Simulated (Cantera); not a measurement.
What does this Cantera script print?

```python
import numpy as np
import cantera as ct

gas_names = [...]  # 110 gases of nasa_gas.yaml made of C, H, O
cond_names = """
    C(gr) C6H6(L) C7H8(L) C8H18(L),n-octa H2O(s) H2O(L)
""".split()


# ... load() reads the species with a 1 bar reference pressure and builds the phases ...
atoms = {
    'C6H6': {'C': 6, 'H': 6},
    'CO2': {'C': 1, 'O': 2},
}
top_T = {'C(gr)': 4500}  # K; cautious upper limits of use, not melting points


# ... equilibrate(T, P, feed) seeds the gas with the atoms and calls Mixture.equilibrate('TP', solver="vcs", rtol=1e-11, max_steps=5000) ...
results = []
T = 675  # K
P = 14  # Pa
for m in [0.11, 0.16, 0.23, 0.34, 0.49, 0.72, 1, 1.5, 2.2, 3.3, 4.8]:
    feed = {'C6H6': 1, 'CO2': m}  # mol
    mix = equilibrate(T, P, feed)
    results.append((T, P, feed, dict(zip(mix.species_names, mix.species_moles))))
    x = sorted(zip(gas.X, gas.species_names), reverse=True)
    print(f"T = {T:g} K  P = {P:g} Pa  n(CO2) = {m:g} mol  gas = {mix.phase_moles(0):.4g} mol")
    print("   x: " + "  ".join(f"{s} {v:.3e}" for v, s in x if v > 1e-05))
    print("   condensed (mol): " + ("  ".join(f"{mix.phase(i).name} {mix.phase_moles(i):.4g}"
          for i in range(1, mix.n_phases) if mix.phase_moles(i) > 1e-12) or "none"))
```

Output:

```
T = 675 K  P = 14 Pa  n(CO2) = 0.11 mol  gas = 3.177 mol
   x: H2 9.337e-01  CO 5.280e-02  H2O 6.982e-03  CO2 4.734e-03  CH4 1.781e-03
   condensed (mol): C(gr) 5.922
T = 675 K  P = 14 Pa  n(CO2) = 0.16 mol  gas = 3.256 mol
   x: H2 9.087e-01  CO 7.163e-02  H2O 9.220e-03  CO2 8.713e-03  CH4 1.687e-03
   condensed (mol): C(gr) 5.893
T = 675 K  P = 14 Pa  n(CO2) = 0.23 mol  gas = 3.364 mol
   x: H2 8.769e-01  CO 9.460e-02  CO2 1.520e-02  H2O 1.175e-02  CH4 1.571e-03
   condensed (mol): C(gr) 5.855
T = 675 K  P = 14 Pa  n(CO2) = 0.34 mol  gas = 3.529 mol
   x: H2 8.324e-01  CO 1.249e-01  CO2 2.650e-02  H2O 1.473e-02  CH4 1.416e-03
   condensed (mol): C(gr) 5.801
T = 675 K  P = 14 Pa  n(CO2) = 0.49 mol  gas = 3.75 mol
   x: H2 7.801e-01  CO 1.585e-01  CO2 4.267e-02  H2O 1.751e-02  CH4 1.243e-03
   condensed (mol): C(gr) 5.731
T = 675 K  P = 14 Pa  n(CO2) = 0.72 mol  gas = 4.08 mol
   x: H2 7.131e-01  CO 1.987e-01  CO2 6.706e-02  H2O 2.007e-02  CH4 1.039e-03
   condensed (mol): C(gr) 5.631
T = 675 K  P = 14 Pa  n(CO2) = 1 mol  gas = 4.476 mol
   x: H2 6.469e-01  CO 2.360e-01  CO2 9.460e-02  H2O 2.162e-02  CH4 8.550e-04
   condensed (mol): C(gr) 5.516
T = 675 K  P = 14 Pa  n(CO2) = 1.5 mol  gas = 5.173 mol
   x: H2 5.563e-01  CO 2.839e-01  CO2 1.368e-01  H2O 2.237e-02  CH4 6.323e-04
   condensed (mol): C(gr) 5.32
T = 675 K  P = 14 Pa  n(CO2) = 2.2 mol  gas = 6.139 mol
   x: H2 4.661e-01  CO 3.285e-01  CO2 1.833e-01  H2O 2.169e-02  CH4 4.439e-04
   condensed (mol): C(gr) 5.055
T = 675 K  P = 14 Pa  n(CO2) = 3.3 mol  gas = 7.647 mol
   x: CO 3.724e-01  H2 3.721e-01  CO2 2.355e-01  H2O 1.963e-02  CH4 2.829e-04
   condensed (mol): C(gr) 4.649
T = 675 K  P = 14 Pa  n(CO2) = 4.8 mol  gas = 9.694 mol
   x: CO 4.080e-01  H2 2.922e-01  CO2 2.827e-01  H2O 1.689e-02  CH4 1.745e-04
   condensed (mol): C(gr) 4.103
```

Method: chemical equilibrium by Gibbs-energy minimisation in Cantera with the NASA 1993 tables (ideal gas, pure condensed phases).
